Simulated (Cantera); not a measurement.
Thermodynamics of oxide etching and cleaning by halides, feed B2O3 + F2

A closed system holds: 1 mol B2O3, 1.5 mol F2, held at 1025 K and 0.0780 bar.

Equilibrium computed with Cantera from the NASA thermochemical tables; the gas is ideal and each condensed phase is pure. Candidate condensed phases: B, B2O3; 21 gas species. Equilibrium is a limit: real reactors are often held back by kinetics, nucleation or transport.

The x(BF3) comes out as 0.515. The x(O2) comes out as 0.428, the x(B3O3F3) is 0.0563 and the x(BOF) is 0.000369. The x(BOF2) is 8.58e-6, the n(B2O3(l)) is 0.401 mol and the gas amount is 1.750 mol. The log10 activity of B(s) (absent) comes out as -24.71.
